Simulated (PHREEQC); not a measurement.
A solution holds 0.18 mol Cu(NO3)2 and 0.0029 mol KCl per kg of water, at 25 °C. Closed to the air; pH follows from the charge balance.

The numbers come from PHREEQC with the ion-association model, phreeqc.dat.

Precipitation was switched off in this run.

Question: Predict the pH, density, specific conductance.

Answer: pH 4.11; density 1.024 g/cm³; specific conductance 28100 µS/cm.

Question: In which forms is Cl present?

Answer: Cl- 89 %, CuCl+ 11 % of the Cl.

Species that the database lacks are ignored.
